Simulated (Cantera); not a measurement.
Cantera run, input and output.

```python
import numpy as np
import cantera as ct

gas = ct.Solution("gri30.yaml")
gas.TPX = 1400, 110000, {'CH4': 1, 'C2H6': 0.053, 'O2': 1.04, 'N2': 3.91, 'H2': 0.021}
reactor = ct.IdealGasReactor(gas, energy="on", clone=False)
net = ct.ReactorNet([reactor])
net.rtol, net.atol = 1e-08, 1e-16
show = ['CH4', 'C2H6', 'O2', 'O', 'HCN']
times = np.geomspace(1e-05, 1, 11)

steps = ct.SolutionArray(gas, extra=["t"])
rows = []
print(f"{'t/s':>10s}{'T/K':>9s}{'P/Pa':>11s}" + "".join(f"{s:>11s}" for s in show))
for t in times:
    while net.time < t:
        t_next = net.step()
        steps.append(gas.state, t=t_next)
    rows.append([np.interp(t, steps.t, y) for y in (steps.T, steps.P, *steps(*show).X.T)])
    print(f"{t:10.3e}{rows[-1][0]:9.1f}{rows[-1][1]:11.4g}" + "".join(f"{x:11.3e}" for x in rows[-1][2:]))
rate = np.gradient(steps.T, steps.t)
print("integrator steps:", len(steps.t))
if steps.T.max() > steps.T[0] + 200:
    print(f"time of steepest temperature rise: {steps.t[rate.argmax()]:.4e} s")
gas.TPX = 1400, 110000, {'CH4': 1, 'C2H6': 0.053, 'O2': 1.04, 'N2': 3.91, 'H2': 0.021}
gas.equilibrate("UV")
print(f"equilibrium (UV): T = {gas.T:.1f} K  " + "  ".join(f"{s} {gas[s].X[0]:.3e}" for s in show))
```

Output:

```
       t/s      T/K       P/Pa        CH4       C2H6         O2          O        HCN
 1.000e-05   1399.9    1.1e+05  1.660e-01  8.787e-03  1.726e-01  9.813e-09  1.658e-18
 3.162e-05   1399.7    1.1e+05  1.660e-01  8.760e-03  1.726e-01  3.401e-08  2.839e-17
 1.000e-04   1399.5    1.1e+05  1.659e-01  8.660e-03  1.725e-01  1.189e-07  1.321e-15
 3.162e-04   1403.4  1.103e+05  1.647e-01  8.358e-03  1.717e-01  2.188e-07  3.330e-14
 1.000e-03   1455.8   1.15e+05  1.539e-01  6.781e-03  1.630e-01  1.056e-06  2.078e-12
 3.162e-03   2649.0  2.505e+05  7.270e-11  1.220e-21  2.512e-05  9.233e-05  3.889e-07
 1.000e-02   2649.4  2.505e+05  7.206e-11  1.201e-21  2.522e-05  9.266e-05  3.300e-07
 3.162e-02   2649.4  2.505e+05  7.206e-11  1.201e-21  2.523e-05  9.267e-05  3.297e-07
 1.000e-01   2649.4  2.505e+05  7.206e-11  1.201e-21  2.523e-05  9.267e-05  3.297e-07
 3.162e-01   2649.4  2.505e+05  7.206e-11  1.201e-21  2.523e-05  9.267e-05  3.297e-07
 1.000e+00   2649.4  2.505e+05  7.206e-11  1.201e-21  2.523e-05  9.267e-05  3.297e-07
integrator steps: 2008
time of steepest temperature rise: 1.3054e-03 s
equilibrium (UV): T = 2649.4 K  CH4 8.089e-11  C2H6 1.476e-21  O2 2.523e-05  O 9.267e-05  HCN 3.297e-07
```

Cantera simulation using GRI-Mech 3.0 (53 species, 325 reactions); the numbers are that mechanism's predictions, not measurements.
